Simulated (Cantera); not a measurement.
**Silicon etching in halogen gases: Si + HCl**

Input: 1 mol Si, 7.4 mol HCl, equilibrated at 100000 Pa.

Cantera equilibrium calculation (NASA polynomials, part measured and part estimated; ideal gas, pure solids and liquids). Candidate condensed phases: Si; 19 gas species. The tables' values for SiCl3 are old estimates; treat these amounts as uncertain. Rates play no part.

| T (K) | x HCl | x H2 | x SiCl4 | x SiCl3 | x SiHCl3 |
|---|---|---|---|---|---|
| 650 | 0.531 | 0.312 | 0.156 | 2.22e-10 | 7.47e-6 |
| 750 | 0.531 | 0.312 | 0.156 | 1.76e-8 | 4.16e-5 |
| 850 | 0.531 | 0.312 | 0.156 | 4.88e-7 | 0.000152 |
| 950 | 0.532 | 0.312 | 0.156 | 6.64e-6 | 0.000419 |
| 1050 | 0.532 | 0.312 | 0.155 | 5.42e-5 | 0.000943 |
| 1150 | 0.533 | 0.310 | 0.154 | 0.000303 | 0.00182 |
| 1250 | 0.535 | 0.308 | 0.152 | 0.00126 | 0.00311 |
| 1350 | 0.540 | 0.304 | 0.146 | 0.00410 | 0.00473 |
| 1450 | 0.550 | 0.295 | 0.135 | 0.0105 | 0.00626 |
x: gas mole fraction; nothing condenses.

From 650 K to 1450 K nothing is condensed. The main Si-bearing gas is SiCl4 throughout.
